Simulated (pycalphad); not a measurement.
Phase fractions of Si-9C (at.%)

Source of the numbers: pycalphad with the COST 507 light-alloy database (1999); pressure 1 atm. The data set is of 1999 and partly superseded. Phase fractions are per mole of atoms. Kinetics are ignored, which matters at the lower temperatures.

| T (°C) | LIQUID | CSI | DIAMOND_A4 |
|---|---|---|---|
| 2327 | 0.854 | 0.146 | - |
| 2227 | 0.840 | 0.160 | - |
| 2127 | 0.832 | 0.168 | - |
| 2027 | 0.827 | 0.173 | - |
| 1927 | 0.823 | 0.177 | - |
| 1827 | 0.822 | 0.178 | - |
| 1727 | 0.821 | 0.179 | - |
| 1627 | 0.820 | 0.180 | - |
| 1527 | 0.820 | 0.180 | - |
| 1427 | 0.820 | 0.180 | - |
| 1327 | - | 0.180 | 0.820 |
| 1227 | - | 0.180 | 0.820 |
| 1127 | - | 0.180 | 0.820 |
| 1027 | - | 0.180 | 0.820 |
| 927 | - | 0.180 | 0.820 |
| 827 | - | 0.180 | 0.820 |
| 727 | - | 0.180 | 0.820 |
| 627 | - | 0.180 | 0.820 |
| 527 | - | 0.180 | 0.820 |
| 427 | - | 0.180 | 0.820 |
| 327 | - | 0.180 | 0.820 |
| 227 | - | 0.180 | 0.820 |

Database names, with the compositions (at.%) that they take in these runs: CSI: Si 50 C 50. DIAMOND_A4 is diamond (Si).
